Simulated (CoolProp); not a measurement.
Octamethyltrisiloxane (MDM) along the isobar 2.25 bar: fugacity coefficient from the reference equation and from simpler models built on Tc = 565.4 K, pc = 14.38 bar, ω = 0.528; each cubic takes its own stable root.

Values from CoolProp's reference Helmholtz-energy equation of state, Thol 2017.

```csv
T (K),phase,reference
344.5,liquid,0.02806
353.7,liquid,0.04173
363,liquid,0.06064
372.2,liquid,0.08559
381.5,liquid,0.1185
390.8,liquid,0.1605
400,liquid,0.2126
409.3,liquid,0.2772
418.5,liquid,0.3546
427.8,liquid,0.4476
437.1,liquid,0.5567
446.3,liquid,0.6816
455.6,liquid,0.8257
464.8,gas,0.8900
474.1,gas,0.8980
483.4,gas,0.9053
```

Problem. How far does each simpler model (Soave-Redlich-Kwong, Peng-Robinson) lie from the reference over these 16 states: mean and median of the absolute difference, and the worst?

Solution. 
- Soave-Redlich-Kwong: mean 0.3 %, median 0.3 %, worst +1.2 % at 344.5 K and 2.25 bar
- Peng-Robinson: mean 1.5 %, median 0.8 %, worst +6.2 % at 344.5 K and 2.25 bar
